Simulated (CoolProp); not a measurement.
Vapour-liquid equilibrium of acetone (1) + methanol (2) at -33.35 °C; x and y are mole fractions of (1).

Values from CoolProp's multi-fluid Helmholtz-energy mixture model, Lemmon 2006 and de Reuck 1993; pair parameters Bell 2016.

| x | bubble pressure, mixture model (MPa) | bubble pressure, Raoult's law (MPa) | y, mixture model | y, Raoult's law |
|---|---|---|---|---|
| 0.05 | 0.0004885 | 0.0003987 | 0.302 | 0.148 |
| 0.15 | 0.0006725 | 0.0004814 | ___ | 0.369 |
| 0.25 | ___ | 0.0005640 | 0.633 | 0.525 |
| 0.35 | 0.0008766 | 0.0006466 | ___ | 0.641 |
| 0.45 | 0.0009420 | 0.0007292 | 0.737 | 0.730 |
| 0.55 | ___ | 0.0008119 | 0.775 | 0.802 |
| 0.65 | ___ | 0.0008945 | 0.813 | 0.860 |
| 0.75 | 0.001094 | 0.0009771 | 0.854 | 0.909 |
| 0.85 | 0.001136 | 0.001060 | 0.902 | 0.949 |
| 0.95 | 0.001171 | 0.001142 | ___ | 0.984 |

Question: What belongs in the gaps?

Answer: 
- 0.15, y, mixture model: 0.534
- 0.25, bubble pressure, mixture model (MPa): 0.0007922
- 0.35, y, mixture model: 0.693
- 0.55, bubble pressure, mixture model (MPa): 0.0009974
- 0.65, bubble pressure, mixture model (MPa): 0.001047
- 0.95, y, mixture model: 0.962

The largest gap from Raoult's law is +40.5 % in bubble pressure, at x = 0.25. No azeotrope shows between x = 0.05 and 0.95.

Pair parameters are fitted to limited data, so mixtures are less certain than the pure fluids.
